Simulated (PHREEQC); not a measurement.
A made-up water analysis in mg/kgw, 20 °C, pH 6.21: Na 1490; K 320; Ca 245; Mg 145; Cl 2810; S(6) as SO4 892; Alkalinity as HCO3 0.0656; Br 15.5; Li 6.45; Si as SiO2 10.5.

Valence states are taken as typed.

Computed with PHREEQC (Pitzer model, pitzer.dat).

| quantity | before | after |
|---|---|---|
| CO2 (mol/kgw) | 2.31e-6 | 4.81e-6 |
| HCO3- (mol/kgw) | 1.95e-6 | 5.13e-6 |
| HSO4- (mol/kgw) | 1.63e-7 | 3.33e-7 |
| H3SiO4- (mol/kgw) | 5.00e-8 | 2.76e-7 |
| MgOH+ (mol/kgw) | 3.87e-9 | 1.06e-8 |
| CO3-2 (mol/kgw) | 3.74e-10 | 1.93e-9 |
| SI of Gypsum (CaSO4:2H2O) | -0.72 | -0.04 |
| SI of SiO2(a) (SiO2) | -1.04 | -0.42 |

### Question
Which change was made?
A) all concentrations times 4 at the same typed pH
B) pH from 6.21 to 5.5 at the same alkalinity
C) Cl from 2810 to 8430 mg/kgw
D) Mg from 145 to 435 mg/kgw

### Answer
A, all concentrations times 4 at the same typed pH

Precipitation was switched off in this run.
